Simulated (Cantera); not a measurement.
Input: 1 mol Fe3O4, 0.86 mol CH4, 0.21 mol CO, held at 1948 K and 1000 Pa.

Equilibrium computed with Cantera from the NASA thermochemical tables; the gas is ideal and each condensed phase is pure. Candidate condensed phases: C, C6H6, C7H8, C8H18, Fe, Fe(CO)5, FeO, Fe(OH)2, Fe(OH)3, Fe2O3, Fe3O4, H2O; 114 gas species. Each liquid is taken as pure. Mutual solubility and eutectic melting of coexisting phases are not modelled. The tables' stoichiometric FeO is somewhat more stable than real wüstite, so its field is too wide. FeO: taken at fixed stoichiometry. The numbers say what is thermodynamically allowed, not how fast it happens.

Base state: H2 0.408, CO 0.338, H2O 0.190, CO2 0.0359, Fe 0.0200, H 0.00722, OH 0.000304, FeO 0.000163 (mole fractions); condensed: Fe(l) + FeO(l).

Task: What changes in the equilibrium state with this change: Fe3O4 replaced by TiO2?

Result: 
| species | before | after |
|---|---|---|
| H2 | 0.408 | 0.609 |
| CO | 0.338 | 0.382 |
| H | 0.00722 | 0.00882 |
| H2O | 0.190 | 0.000138 |
| Fe | 0.0200 | 0 |
| CO2 | 0.0359 | 1.96e-5 |
| TiO | 0 | 2.91e-5 |
| FeO | 0.000163 | 0 |
| Fe(OH)2 | 5.90e-5 | 0 |
| OH | 0.000304 | 1.80e-7 |
| Fe(l), mol | 0.450 | 0 |
| FeO(l), mol | 2.49 | 0 |
| TiO(s), mol | 0 | 0.721 |
| Ti2O3(s), mol | 0 | 0.140 |
TiO: taken at fixed stoichiometry. Further candidate phases: Ti, TiC, TiO, TiO2, Ti2O3, Ti3O5, Ti4O7.
